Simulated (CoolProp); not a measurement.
Fluorine at 293.15 K and 0.449 MPa is throttled through a valve to 0.307 MPa with no heat exchange. Each further row changes one setting.

Computed with CoolProp (reference Helmholtz-energy equation of state, de Reuck 1990).

```json
[
 {"case": "as stated", "temperature change (K)": "?", "final density (kg/m³)": "?"},
 {"case": "outlet pressure 0.0921 MPa", "temperature change (K)": "?", "final density (kg/m³)": "?"},
 {"case": "outlet pressure 0.399 MPa", "temperature change (K)": "?", "final density (kg/m³)": "6.23"}
]
```

### Question
What belongs in the gaps?

### Answer

- as stated, temperature change (K): -0.3
- as stated, final density (kg/m³): 4.80
- outlet pressure 0.0921 MPa, temperature change (K): -0.7
- outlet pressure 0.0921 MPa, final density (kg/m³): 1.44
- outlet pressure 0.399 MPa, temperature change (K): -0.1
